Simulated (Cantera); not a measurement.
A perfectly stirred reactor is fed with CO : O2 : H2O : N2 = 0.019 : 0.037 : 0.00019 : 1 (molar parts), equivalence ratio 0.26, at 750 Torr; it is held at 998 K, and followed from long to short residence time.

Computed with Cantera and GRI-Mech 3.0 (53 species, 325 reactions).

x: mole fraction; the columns are a selection and need not sum to one.

| τ (s) | x CO | x O2 | x H2O | x H2O2 | x CO2 |
|---|---|---|---|---|---|
| 2.2 | 0.0166 | 0.0344 | 0.000178 | ___ | 0.00139 |
| 0.62 | 0.0177 | 0.0349 | 0.000179 | ___ | 0.000277 |
| 0.18 | 0.0180 | 0.0350 | 0.000180 | ___ | 2.25e-5 |
| 0.050 | 0.0180 | 0.0350 | 0.000180 | <1e-12 | 1.42e-7 |
| 0.014 | 0.0180 | 0.0350 | 0.000180 | <1e-12 | 2.06e-8 |
| 0.0040 | 0.0180 | 0.0350 | 0.000180 | <1e-12 | 4.29e-9 |
| 0.0011 | 0.0180 | 0.0350 | 0.000180 | <1e-12 | 9.09e-10 |
| 0.00032 | 0.0180 | 0.0350 | 0.000180 | <1e-12 | 2.27e-10 |

Problem. Some entries are withheld; supply them.

Solution. 
- 2.2, x H2O2: 5.87e-8
- 0.62, x H2O2: 3.01e-8
- 0.18, x H2O2: 2.87e-9
